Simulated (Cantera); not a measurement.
A closed system holds: 1 mol AlCl3, 7.6 mol N2O, 1.9 mol H2, 2.7 mol H2O, at 7.50 Torr.

Method: chemical equilibrium by Gibbs-energy minimisation in Cantera with the NASA 1993 tables (ideal gas, pure condensed phases). Candidate condensed phases: Al, AlCl3, AlN, Al2O3, H2O, NH4Cl; 45 gas species. Condensed phases not in the tables: AlOCl. Kinetics and transport are ignored. All values below are at 477 °C.

Base state: N2 0.463, H2O 0.205, O2 0.166, HCl 0.151, Cl2 0.0161 (mole fractions); condensed: Al2O3(s).

**Question.** What changes in the equilibrium state with this change: H2O from 2.7 to 6.7 mol?

**Answer.** 
```csv
species,before,after
N2,0.463,0.371
H2O,0.205,0.353
O2,0.166,0.136
Cl2,0.0161,0.00662
HCl,0.151,0.133
"Al2O3(s), mol",0.500,0.500
```
